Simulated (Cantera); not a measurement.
Mixture: CH4 : O2 : N2 = 1 : 1.11 : 7.11 (molar parts), equivalence ratio 1.8, at 1.30 bar, adiabatic and at constant volume. Ignition delay is the time to a rise of 400 K.

Computed with Cantera and GRI-Mech 3.0 (53 species, 325 reactions).

Question: Predict: delay at 1300 K; delay at 1450 K; delay at 1600 K; delay at 1750 K; apparent activation energy between 1675 and 1825 K.

Answer: 
```
Item                                                    Result
--------------------------------------------------  ----------
delay at 1300 K                                        20.5 ms
delay at 1450 K                                        3.25 ms
delay at 1600 K                                       0.660 ms
delay at 1750 K                                       0.184 ms
apparent activation energy between 1675 and 1825 K  190 kJ/mol
```
